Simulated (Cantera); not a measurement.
A Cantera script and what it prints.

```python
import numpy as np
import cantera as ct

gas_names = """
    B BH BH2 BH3 BN BO BO2 B2 B2O B2O2 B2O3 B3O3H3 H HBO HBO2 HNO HNO2 HNO3 HO2 H2 H2O H2O2 H3B3O6 N NH
    NH2 NH3 NH2OH NO NO2 NO3 N2 N2H2 N2H4 N2O O OH O2 O3
""".split()
cond_names = """
    B(b) B(L) BN(s) B2O3(L) B3O3H3(cr) H2O(s) H2O(L)
""".split()


def load(file, names, dense=False):
    # The tables refer to 1 bar. Condensed volumes are neglected.
    table = {s.name: s for s in ct.Species.list_from_file(file)}
    out = []
    for n in names:
        d = dict(table[n].input_data)
        d["thermo"] = dict(d["thermo"], **{"reference-pressure": 1e5})
        if dense:
            d["equation-of-state"] = {"model": "constant-volume", "density": "1e6 g/cm^3"}
        out.append(ct.Species.from_dict(d))
    return out


gas = ct.Solution(thermo="ideal-gas", species=load("nasa_gas.yaml", gas_names))
cond = {s.name: ct.Solution(thermo="fixed-stoichiometry", species=[s], name=s.name)
        for s in load("nasa_condensed.yaml", cond_names, dense=True)}
atoms = {
    'B2O3': {'B': 2, 'O': 3},
    'NH3': {'N': 1, 'H': 3},
    'N2': {'N': 2},
}
top_T = {'BN(s)': 3200}  # K; cautious upper limits of use, not melting points


def equilibrate(T, P, feed):
    n = {}
    for name, mol in feed.items():
        for a, k in atoms[name].items():
            n[a] = n.get(a, 0.0) + k * mol
    gas.TPX = T, P, n
    mass = sum(n.values()) * gas.mean_molecular_weight
    gas.equilibrate("TP")
    valid = [c for c in cond.values() if c.min_temp <= T <= top_T.get(c.name, c.max_temp)]
    mix = ct.Mixture([(gas, mass / gas.mean_molecular_weight)] + [(c, 0.0) for c in valid])
    mix.T, mix.P = T, P
    mix.equilibrate("TP", solver="vcs", rtol=1e-11, max_steps=5000)
    return mix


results = []
feed = {'B2O3': 1, 'NH3': 7.2, 'N2': 52}  # mol
P = 5900  # Pa
for T in [823, 923, 1023, 1123, 1223, 1323, 1423, 1523, 1623, 1723, 1823]:
    mix = equilibrate(T, P, feed)
    results.append((T, P, feed, dict(zip(mix.species_names, mix.species_moles))))
    x = sorted(zip(gas.X, gas.species_names), reverse=True)
    print(f"T = {T:g} K  P = {P:g} Pa  gas = {mix.phase_moles(0):.4g} mol")
    print("   x: " + "  ".join(f"{s} {v:.3e}" for v, s in x if v > 0.0001))
    print("   condensed (mol): " + ("  ".join(f"{mix.phase(i).name} {mix.phase_moles(i):.4g}"
          for i in range(1, mix.n_phases) if mix.phase_moles(i) > 1e-12) or "none"))
```

Output:

```
T = 823 K  P = 5900 Pa  gas = 66.39 mol
   x: N2 8.373e-01  H2 1.621e-01  H2O 6.019e-04
   condensed (mol): BN(s) 0.02666  B2O3(L) 0.9866
T = 923 K  P = 5900 Pa  gas = 66.39 mol
   x: N2 8.373e-01  H2 1.621e-01  H2O 5.913e-04
   condensed (mol): BN(s) 0.02619  B2O3(L) 0.9869
T = 1023 K  P = 5900 Pa  gas = 66.39 mol
   x: N2 8.373e-01  H2 1.621e-01  H2O 5.719e-04
   condensed (mol): BN(s) 0.02541  B2O3(L) 0.9872
T = 1123 K  P = 5900 Pa  gas = 66.39 mol
   x: N2 8.373e-01  H2 1.621e-01  H2O 5.488e-04
   condensed (mol): BN(s) 0.02483  B2O3(L) 0.9868
T = 1223 K  P = 5900 Pa  gas = 66.39 mol
   x: N2 8.373e-01  H2 1.621e-01  H2O 5.247e-04  HBO2 1.081e-04
   condensed (mol): BN(s) 0.02557  B2O3(L) 0.9835
T = 1323 K  P = 5900 Pa  gas = 66.4 mol
   x: N2 8.371e-01  H2 1.620e-01  H2O 5.008e-04  HBO2 3.719e-04
   condensed (mol): BN(s) 0.02998  B2O3(L) 0.9716
T = 1423 K  P = 5900 Pa  gas = 66.42 mol
   x: N2 8.367e-01  H2 1.615e-01  HBO2 1.060e-03  H2O 4.772e-04  HBO 1.183e-04
   condensed (mol): BN(s) 0.04194  B2O3(L) 0.9352
T = 1523 K  P = 5900 Pa  gas = 66.51 mol
   x: N2 8.354e-01  H2 1.603e-01  HBO2 2.597e-03  B2O3 5.842e-04  HBO 5.773e-04  H2O 4.531e-04
   condensed (mol): BN(s) 0.06414  B2O3(L) 0.8224
T = 1623 K  P = 5900 Pa  gas = 66.89 mol
   x: N2 8.306e-01  H2 1.570e-01  HBO2 5.599e-03  B2O3 3.724e-03  HBO 2.287e-03  H2O 4.247e-04  B2O2 1.826e-04  H 1.128e-04
   condensed (mol): BN(s) 0.08384  B2O3(L) 0.4318
T = 1723 K  P = 5900 Pa  gas = 67.42 mol
   x: N2 8.247e-01  H2 1.537e-01  B2O3 7.941e-03  HBO2 6.551e-03  HBO 5.374e-03  B2O2 8.293e-04  H2O 3.407e-04  H 2.944e-04  BO 2.002e-04
   condensed (mol): none
T = 1823 K  P = 5900 Pa  gas = 67.44 mol
   x: N2 8.244e-01  H2 1.528e-01  B2O3 7.324e-03  HBO2 6.988e-03  HBO 5.893e-03  B2O2 8.281e-04  H 6.973e-04  H2O 5.129e-04  BO 4.671e-04
   condensed (mol): none
```

Cantera equilibrium calculation (NASA polynomials, part measured and part estimated; ideal gas, pure solids and liquids). Mutual solubility and eutectic melting of coexisting phases are not modelled.
